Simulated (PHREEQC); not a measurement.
Dissolve 0.0058 mol/kgw H2SO4 and 0.026 mol/kgw KCl at 65 °C. Closed to the air; pH follows from the charge balance.

Equilibrium calculation in PHREEQC: ion-association model, wateq4f.dat.

Each row changes one thing in this solution. Precipitation was switched off in this run.

```tsv
case	pH	ionic strength (mol/kgw)	HSO4- (mol/kgw)	SO4-2 (mol/kgw)	KSO4- (mol/kgw)
as made	2.13	0.0369	0.00286	0.00254	0.000396
KCl from 0.026 to 0.039 mol/kgw	2.12	0.0499	0.00270	?	0.000544
KCl from 0.026 to 0.013 mol/kgw	2.13	0.0238	0.00307	0.00251	0.000220
0.00035 mol/kgw Cs2CO3 added	?	0.0371	0.00276	0.00263	0.000409
diluted 2-fold with water	2.38	0.0191	?	0.00161	0.000150
H2SO4 replaced by Rb2SO4 at the same molality	6.56	0.0419	2.06e-7	0.00505	0.000748
```

Task: Fill in the missing entries.

Result: 
- KCl from 0.026 to 0.039 mol/kgw, SO4-2 (mol/kgw): 0.00255
- 0.00035 mol/kgw Cs2CO3 added, pH: 2.16
- diluted 2-fold with water, HSO4- (mol/kgw): 0.00114

At this temperature some constants are extrapolated from 25 °C, and those without enthalpy data are left unchanged.
